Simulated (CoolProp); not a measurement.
R115 along the isotherm 291.4 K: density (kg/m³) from the reference equation and from simpler models built on Tc = 353.1 K, pc = 3.129 MPa, ω = 0.248; each cubic takes its own stable root.

Values from CoolProp's reference Helmholtz-energy equation of state, Lemmon 2016.

```json
[
 {"p (MPa)": "0.099", "phase": "gas", "reference": "6.437"},
 {"p (MPa)": "0.188", "phase": "gas", "reference": "12.46"},
 {"p (MPa)": "0.356", "phase": "gas", "reference": "24.53"},
 {"p (MPa)": "0.674", "phase": "gas", "reference": "50.91"},
 {"p (MPa)": "1.28", "phase": "liquid", "reference": "1324"},
 {"p (MPa)": "2.42", "phase": "liquid", "reference": "1335"},
 {"p (MPa)": "4.59", "phase": "liquid", "reference": "1354"},
 {"p (MPa)": "8.71", "phase": "liquid", "reference": "1384"},
 {"p (MPa)": "16.5", "phase": "liquid", "reference": "1428"},
 {"p (MPa)": "31.3", "phase": "liquid", "reference": "1489"}
]
```

How far does each simpler model (Redlich-Kwong, Soave-Redlich-Kwong, Peng-Robinson) lie from the reference over these 10 states: mean and median of the absolute difference, and the worst?


- Redlich-Kwong: mean 5.0 %, median 3.7 %, worst -12.5 % at 291.4 K and 1.28 MPa
- Soave-Redlich-Kwong: mean 3.1 %, median 2.2 %, worst -8.0 % at 291.4 K and 1.28 MPa
- Peng-Robinson: mean 4.4 %, median 4.7 %, worst +10.1 % at 291.4 K and 31.3 MPa
